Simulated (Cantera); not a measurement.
Cantera with NASA thermochemical tables; ideal gases at 1 bar, condensed phases pure. Values are per mole of reaction as written; species without (g) are pure solids or liquids, kept so even where they would boil at 1 bar.

Between 300 and 2800 K, where is each reaction favourable under standard conditions?
- 2 C + 2 C₂H₆(g) → 3 C₂H₄(g)


- 2 C + 2 C₂H₆(g) → 3 C₂H₄(g): ΔG° is 269 kJ at 300 K and -194 kJ at 2800 K; it changes sign between 1600 and 1800 K. ΔH° is 306 kJ and ΔS° 179 J/K at 2800 K.
